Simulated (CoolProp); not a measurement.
Values from CoolProp's reference Helmholtz-energy equation of state, Lemmon 2006. It is a short technical equation, of lower accuracy than the large ones.

**Question.** Give the vapour pressure (bar), enthalpy of vaporisation (kJ/kg), liquid cp (kJ/(kg K)), vapour Z of saturated nitrous oxide at 236.7, 258.3 K.

**Answer.** 
```json
[
 {"T (K)": "236.7", "p (bar)": "10.6", "enthalpy of vaporisation (kJ/kg)": "305", "liquid cp (kJ/(kg K))": "1.86", "vapour Z": "0.864"},
 {"T (K)": "258.3", "p (bar)": "20.9", "enthalpy of vaporisation (kJ/kg)": "266", "liquid cp (kJ/(kg K))": "2.04", "vapour Z": "0.783"}
]
```
